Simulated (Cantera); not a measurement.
An isothermal, constant-pressure homogeneous reactor starts with CH4 : N2 = 1 : 57 (molar parts), at 1923 K and 0.928 atm.

Model: GRI-Mech 3.0 (53 species, 325 reactions), integrated in Cantera. GRI-Mech 3.0 stops at C3 and has no aromatics, soot or wall deposition, so with more carbon than oxygen in the feed, carbon stays in small species such as C2H2 where larger ones or solid carbon would form.

x: mole fraction; the columns are a selection and need not sum to one.

```
t (s)       x CH4   x C2H2    x C2H4     x C2H      x H2    x C2H6    x CH2
--------  -------  -------  --------  --------  --------  --------  -------
3.00e-6    0.0172   <1e-12  5.86e-10    <1e-12   5.40e-6  4.95e-10  1.16e-9
1.72e-5    0.0171  2.40e-9   2.44e-7    <1e-12   4.61e-5   1.05e-7  4.44e-8
9.85e-5    0.0166  3.40e-6   4.89e-5  5.72e-10  0.000374   7.09e-6  8.30e-7
0.000565  0.00979  0.00202   0.00111   2.30e-7   0.00881   2.94e-5  4.15e-6
0.00324   0.00206  0.00730   4.17e-5   5.98e-7    0.0221   1.37e-6  1.36e-6
0.0185        [?]  0.00829       [?]   7.12e-7    0.0249       [?]      [?]
0.106     4.26e-5  0.00842   2.11e-6   7.34e-7    0.0253  7.06e-10  3.89e-8
0.609     6.36e-6  0.00843   2.10e-6   7.37e-7    0.0253  2.27e-11  5.88e-9
3.49      5.00e-6  0.00841   2.10e-6   7.36e-7    0.0253  1.67e-11  4.62e-9
20.0          [?]  0.00833   2.08e-6   7.28e-7    0.0253  1.92e-11      [?]
```

### Question
Complete the blanks.

### Answer

- 0.0185, x CH4: 0.000297
- 0.0185, x C2H4: 2.91e-6
- 0.0185, x C2H6: 3.29e-8
- 0.0185, x CH2: 2.56e-7
- 20.0, x CH4: 5.62e-6
- 20.0, x CH2: 5.20e-9
